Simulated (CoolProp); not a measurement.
Vapour-liquid equilibrium of acetone (1) + ethanol (2) at 0.16 MPa; x and y are mole fractions of (1).

Model: multi-fluid Helmholtz-energy mixture model, Lemmon 2006 and Schroeder 2014; pair parameters Bell 2016, in CoolProp.

```json
[
 {"x": "0.05", "bubble temperature, mixture model (°C)": "87.8", "bubble temperature, Raoult's law (°C)": "89.4", "y, mixture model": "0.134", "y, Raoult's law": "0.088"},
 {"x": "0.15", "bubble temperature, mixture model (°C)": "83.5", "bubble temperature, Raoult's law (°C)": "87.2", "y, mixture model": "0.328", "y, Raoult's law": "0.248"},
 {"x": "0.25", "bubble temperature, mixture model (°C)": "80.4", "bubble temperature, Raoult's law (°C)": "85.0", "y, mixture model": "0.459", "y, Raoult's law": "0.388"},
 {"x": "0.35", "bubble temperature, mixture model (°C)": "78.0", "bubble temperature, Raoult's law (°C)": "82.8", "y, mixture model": "0.556", "y, Raoult's law": "0.511"},
 {"x": "0.45", "bubble temperature, mixture model (°C)": "76.1", "bubble temperature, Raoult's law (°C)": "80.7", "y, mixture model": "0.633", "y, Raoult's law": "0.619"},
 {"x": "0.55", "bubble temperature, mixture model (°C)": "74.6", "bubble temperature, Raoult's law (°C)": "78.7", "y, mixture model": "0.700", "y, Raoult's law": "0.712"},
 {"x": "0.65", "bubble temperature, mixture model (°C)": "73.3", "bubble temperature, Raoult's law (°C)": "76.7", "y, mixture model": "0.761", "y, Raoult's law": "0.793"},
 {"x": "0.75", "bubble temperature, mixture model (°C)": "72.2", "bubble temperature, Raoult's law (°C)": "74.7", "y, mixture model": "0.823", "y, Raoult's law": "0.864"},
 {"x": "0.85", "bubble temperature, mixture model (°C)": "71.2", "bubble temperature, Raoult's law (°C)": "72.8", "y, mixture model": "0.888", "y, Raoult's law": "0.924"},
 {"x": "0.95", "bubble temperature, mixture model (°C)": "70.4", "bubble temperature, Raoult's law (°C)": "71.0", "y, mixture model": "0.960", "y, Raoult's law": "0.977"}
]
```

The largest gap from Raoult's law is -4.8 K in bubble temperature, at x = 0.35. No azeotrope shows between x = 0.05 and 0.95.

The pair parameters rest on a limited set of measurements; away from them the model extrapolates.
